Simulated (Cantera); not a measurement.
## Equilibrium for carbothermic reduction: PbO + C + H₂ + CO

Input: 1 mol PbO, 0.88 mol C, 1.1 mol H₂, 15 mol CO, at 1.10 bar.

Method: chemical equilibrium by Gibbs-energy minimisation in Cantera with the NASA 1993 tables (ideal gas, pure condensed phases). Candidate condensed phases: C, C₆H₆, C₇H₈, C₈H₁₈, H₂O, Pb, PbO, PbO₂, Pb₃O₄; 113 gas species. Rates play no part.

```csv
T (K),log p CO,log p H₂,log p CO₂,log p Pb,n C(graphite),n Pb(l)
1175,0.00,-1.15,-1.57,-3.36,0.325,0.993
1200,0.00,-1.15,-1.72,-3.19,0.200,0.990
1225,0.01,-1.15,-1.86,-3.03,0.112,0.986
1250,0.01,-1.15,-2.00,-2.87,0.0492,0.979
1275,0.01,-1.15,-2.14,-2.72,0.00487,0.971
1300,0.01,-1.15,-2.16,-2.58,0,0.959
1325,0.01,-1.15,-2.16,-2.44,0,0.944
1350,0.01,-1.15,-2.17,-2.31,0,0.924
1375,0.01,-1.16,-2.17,-2.18,0,0.898
1400,0.01,-1.16,-2.17,-2.06,0,0.864
1425,0.00,-1.16,-2.18,-1.94,0,0.821
```
log p: log10 of the partial pressure in bar; n: condensed amount in mol.

From 1175 K to 1275 K the condensed part is C(graphite) + Pb(l). From 1300 K to 1425 K the condensed part is Pb(l). The main Pb-bearing gas is Pb throughout. The share of Pb in condensed phases is highest at 1175 K (99.3 %) and lowest at 1425 K (82.1 %).
